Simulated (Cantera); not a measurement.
Input: 1 mol SiH₂Cl₂, a varied amount of NO, equilibrated at 1100 °C and 18.8 Torr.

Method: chemical equilibrium by Gibbs-energy minimisation in Cantera with the NASA 1993 tables (ideal gas, pure condensed phases). Candidate condensed phases: H₂O, NH₄Cl, Si, SiO₂, Si₂N₂O, Si₃N₄; 47 gas species. Mutual solubility and eutectic melting of coexisting phases are not modelled. The tables hold silica as quartz up to 1696 K and as liquid above; real silica turns to tridymite and cristobalite and melts near 1996 K. Equilibrium is a limit: real reactors are often held back by kinetics, nucleation or transport.

Which condensed phases are stable at each of these points (n(NO) (mol)): 1, 1.3, 1.6, 2.1, 2.7, 3.4, 4.4, 5.6, 7.1, 9.1, 12?


```
n(NO) (mol)            condensed phases  Si condensed (%)
-----------  --------------------------  ----------------
1            SiO₂(β-quartz) + Si₂N₂O(s)              89.9
1.3          SiO₂(β-quartz) + Si₂N₂O(s)              91.2
1.6          SiO₂(β-quartz) + Si₂N₂O(s)              91.9
2.1                      SiO₂(β-quartz)             100.0
2.7                      SiO₂(β-quartz)             100.0
3.4                      SiO₂(β-quartz)             100.0
4.4                      SiO₂(β-quartz)             100.0
5.6                      SiO₂(β-quartz)             100.0
7.1                      SiO₂(β-quartz)             100.0
9.1                      SiO₂(β-quartz)             100.0
12                       SiO₂(β-quartz)             100.0
```

From 1 mol NO to 1.6 mol NO the condensed part is SiO₂(β-quartz) + Si₂N₂O(s). From 2.1 mol NO to 12 mol NO the condensed part is SiO₂(β-quartz).
